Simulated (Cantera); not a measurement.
A Cantera script and its output.

```python
import numpy as np
import cantera as ct

gas = ct.Solution("h2o2.yaml")
gas.TPX = 1000, 11000, {'H2': 0.99, 'O2': 1, 'N2': 2}
reactor = ct.IdealGasConstPressureReactor(gas, energy="off", clone=False)
net = ct.ReactorNet([reactor])
net.rtol, net.atol = 1e-08, 1e-18
show = ['H2', 'O2', 'H2O', 'H2O2', 'O', 'HO2', 'H']
times = np.geomspace(1e-05, 70, 12)

steps = ct.SolutionArray(gas, extra=["t"])
rows = []
print(f"{'t/s':>10s}{'T/K':>9s}{'P/Pa':>11s}" + "".join(f"{s:>11s}" for s in show))
for t in times:
    while net.time < t:
        t_next = net.step()
        steps.append(gas.state, t=t_next)
    rows.append([np.interp(t, steps.t, y) for y in (steps.T, steps.P, *steps(*show).X.T)])
    print(f"{t:10.3e}{rows[-1][0]:9.1f}{rows[-1][1]:11.4g}" + "".join(f"{x:11.3e}" for x in rows[-1][2:]))
rate = np.gradient(steps.T, steps.t)
print("integrator steps:", len(steps.t))
if steps.T.max() > steps.T[0] + 200:
    print(f"time of steepest temperature rise: {steps.t[rate.argmax()]:.4e} s")
gas.TPX = 1000, 11000, {'H2': 0.99, 'O2': 1, 'N2': 2}
gas.equilibrate("TP")
print(f"equilibrium (TP): T = {gas.T:.1f} K  " + "  ".join(f"{s} {gas[s].X[0]:.3e}" for s in show))
```

Result:

```
       t/s      T/K       P/Pa         H2         O2        H2O       H2O2          O        HO2          H
 1.000e-05   1000.0    1.1e+04  2.481e-01  2.506e-01  2.952e-12  5.261e-15  3.173e-12  5.035e-11  4.900e-11
 4.191e-05   1000.0    1.1e+04  2.481e-01  2.506e-01  1.045e-10  9.478e-14  3.841e-11  2.199e-10  2.634e-10
 1.756e-04   1000.0    1.1e+04  2.481e-01  2.506e-01  8.059e-09  2.176e-12  1.248e-09  1.575e-09  6.984e-09
 7.359e-04   1000.0    1.1e+04  2.463e-01  2.498e-01  1.335e-03  8.108e-08  1.726e-04  1.860e-05  9.679e-04
 3.084e-03   1000.0    1.1e+04  2.409e-03  1.453e-01  2.801e-01  2.824e-06  2.950e-04  2.509e-05  2.053e-04
 1.292e-02   1000.0    1.1e+04  3.070e-04  1.446e-01  2.829e-01  1.181e-06  1.989e-05  7.243e-06  3.980e-06
 5.416e-02   1000.0    1.1e+04  2.393e-05  1.445e-01  2.832e-01  2.666e-07  1.589e-06  8.579e-07  1.106e-07
 2.270e-01   1000.0    1.1e+04  7.095e-07  1.445e-01  2.833e-01  4.999e-08  1.467e-07  5.260e-08  2.039e-09
 9.512e-01   1000.0    1.1e+04  2.336e-08  1.445e-01  2.833e-01  1.008e-08  2.293e-08  6.485e-09  9.269e-11
 3.986e+00   1000.0    1.1e+04  3.805e-09  1.445e-01  2.833e-01  2.349e-09  4.767e-09  1.457e-09  8.608e-12
 1.670e+01   1000.0    1.1e+04  8.371e-10  1.445e-01  2.833e-01  5.742e-10  1.097e-09  5.708e-10  9.643e-13
 7.000e+01   1000.0    1.1e+04  2.602e-10  1.445e-01  2.833e-01  1.627e-10  2.993e-10  5.813e-10  1.621e-13
integrator steps: 2125
equilibrium (TP): T = 1000.0 K  H2 1.977e-10  O2 1.445e-01  H2O 2.833e-01  H2O2 1.006e-10  O 1.814e-10  HO2 6.818e-10  H 9.683e-14
```

Cantera simulation using the H2/O2 subset of GRI-Mech 3.0, which has no nitrogen chemistry; the numbers are that mechanism's predictions, not measurements. Radical loss at walls, strong at low pressure, is not modelled. The temperature is held fixed by assumption; the heat of reaction is taken as removed at once.
